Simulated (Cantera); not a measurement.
What does this Cantera script print?

```python
import numpy as np
import cantera as ct

gas_names = """
    Cu CuF CuF2 CuO Cu2 F FO FO2 F2 F2O O O2 O3
""".split()
cond_names = """
    Cu(cr) Cu(L) CuF2(s) CuF2(L) CuO(s) Cu2O(s) Cu2O(L)
""".split()


# ... load() reads the species with a 1 bar reference pressure and builds the phases ...
atoms = {
    'CuO': {'Cu': 1, 'O': 1},
    'F2': {'F': 2},
}
top_T = {'CuO(s)': 1390}  # K; cautious upper limits of use, not melting points


# ... equilibrate(T, P, feed) seeds the gas with the atoms and calls Mixture.equilibrate('TP', solver="vcs", rtol=1e-11, max_steps=5000) ...
results = []
feed = {'CuO': 1, 'F2': 0.55}  # mol
T = 1873.15  # K
P = 320  # Pa
mix = equilibrate(T, P, feed)
results.append((T, P, feed, dict(zip(mix.species_names, mix.species_moles))))
x = sorted(zip(gas.X, gas.species_names), reverse=True)
print(f"T = {T:g} K  P = {P:g} Pa  gas = {mix.phase_moles(0):.4g} mol")
print("   x: " + "  ".join(f"{s} {v:.3e}" for v, s in x if v > 0.001))
print("   condensed (mol): " + ("  ".join(f"{mix.phase(i).name} {mix.phase_moles(i):.4g}"
      for i in range(1, mix.n_phases) if mix.phase_moles(i) > 1e-12) or "none"))
```

Result:

```
T = 1873.15 K  P = 320 Pa  gas = 1.542 mol
   x: CuF 6.047e-01  O2 3.231e-01  CuF2 4.148e-02  F 2.584e-02  Cu 2.445e-03  O 2.378e-03
   condensed (mol): none
```

Equilibrium computed with Cantera from the NASA thermochemical tables; the gas is ideal and each condensed phase is pure.
